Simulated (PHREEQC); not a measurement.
Make-up at 25 °C: 8.6 mmol/kgw CaCl2, 140 mmol/kgw NaHSO4 and 6.8 mmol/kgw KCl. Closed to the air; pH follows from the charge balance.

The numbers come from PHREEQC with the ion-association model, phreeqc.dat.

Precipitation was switched off in this run.

Task: Predict the pH.

Result: pH 1.33.

Task: In which forms is S present?

Result: HSO4- 56 %, SO4-2 34 %, NaSO4- 6.0 %, CaSO4 2.0 %, CaHSO4+ 0.9 % of the S.
